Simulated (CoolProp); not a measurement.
The numbers come from the reference Helmholtz-energy equation of state, McLinden 2015 in CoolProp.

Q: Give the vapour pressure (MPa), enthalpy of vaporisation (kJ/kg), liquid cp (kJ/(kg K)) of saturated the fluoroketone C6F12O (FK-5-1-12) at -10.15, 16.75 °C.

A: 
| T (°C) | p (MPa) | enthalpy of vaporisation (kJ/kg) | liquid cp (kJ/(kg K)) |
|---|---|---|---|
| -10.15 | 0.00712 | 104 | 1.09 |
| 16.75 | 0.0282 | 97.1 | 1.10 |
